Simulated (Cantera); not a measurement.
## Stirred combustor or abatement burner

A perfectly stirred reactor is fed with CH4 : H2 : O2 : N2 = 1 : 0.21 : 1.32 : 4.95 (molar parts), at 248 Torr; it is adiabatic with a 323 K inlet, and is followed from long to short residence time, starting on the burning branch (τ in s: 0.035, 0.019, 0.011, 0.0059, 0.0033, 0.0018, 0.001, 0.00057, 0.00032, 0.00018, 9.7e-05, 5.4e-05, 3e-05).

Model: GRI-Mech 3.0 (53 species, 325 reactions), integrated in Cantera.

```tsv
τ (s)	T (K)	x CH4	x H2	x O2	x NO	x C2H6	x CH2CO	x HO2
0.035	1870	0.00197	0.0942	0.000877	4.92e-5	2.17e-6	1.06e-5	1.29e-7
0.019	1864	0.00226	0.0926	0.00135	4.23e-5	3.58e-6	1.43e-5	2.26e-7
0.011	1856	0.00260	0.0909	0.00202	3.53e-5	5.69e-6	1.86e-5	3.85e-7
0.0059	1841	0.00319	0.0888	0.00327	2.68e-5	1.02e-5	2.58e-5	7.50e-7
0.0033	1817	0.00417	0.0863	0.00541	1.86e-5	1.99e-5	3.75e-5	1.54e-6
0.0018	1761	0.00688	0.0822	0.0111	8.34e-6	6.08e-5	7.37e-5	4.40e-6
0.0010	323	0.134	0.0281	0.176	<1e-12	<1e-12	<1e-12	<1e-12
0.00057	323	0.134	0.0281	0.176	<1e-12	<1e-12	<1e-12	<1e-12
0.00032	323	0.134	0.0281	0.176	<1e-12	<1e-12	<1e-12	<1e-12
0.00018	323	0.134	0.0281	0.176	<1e-12	<1e-12	<1e-12	<1e-12
9.7e-5	323	0.134	0.0281	0.176	<1e-12	<1e-12	<1e-12	<1e-12
5.4e-5	323	0.134	0.0281	0.176	<1e-12	<1e-12	<1e-12	<1e-12
3.0e-5	323	0.134	0.0281	0.176	<1e-12	<1e-12	<1e-12	<1e-12
```
x: mole fraction; the columns are a selection and need not sum to one.
